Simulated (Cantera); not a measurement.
Charge: 1 mol Ni, a varied amount of H2S, 3.4 mol N2, held at 10.0 Torr.

Method: chemical equilibrium by Gibbs-energy minimisation in Cantera with the NASA 1993 tables (ideal gas, pure condensed phases). Candidate condensed phases: Ni, NiS, NiS2, Ni3S2, Ni3S4, S; 17 gas species. Metal and sulfide melt together well below either melting point, which pure phases cannot show. Mutual solubility and eutectic melting of coexisting phases are not modelled. Kinetics and transport are ignored.

What condenses at these points (T in K, n(H2S) in mol): (1398, 0.0012); (1598, 0.01); (1348, 0.0012); (1548, 0.016); (1398, 0.013)?


```json
[
 {"T (K)": "1398", "n(H2S) in mol": "0.0012", "condensed phases": "Ni", "Ni condensed (%)": "100.0"},
 {"T (K)": "1598", "n(H2S) in mol": "0.01", "condensed phases": "Ni", "Ni condensed (%)": "100.0"},
 {"T (K)": "1348", "n(H2S) in mol": "0.0012", "condensed phases": "Ni + Ni3S2", "Ni condensed (%)": "100.0"},
 {"T (K)": "1548", "n(H2S) in mol": "0.016", "condensed phases": "Ni + Ni3S2", "Ni condensed (%)": "100.0"},
 {"T (K)": "1398", "n(H2S) in mol": "0.013", "condensed phases": "Ni + Ni3S2", "Ni condensed (%)": "100.0"}
]
```
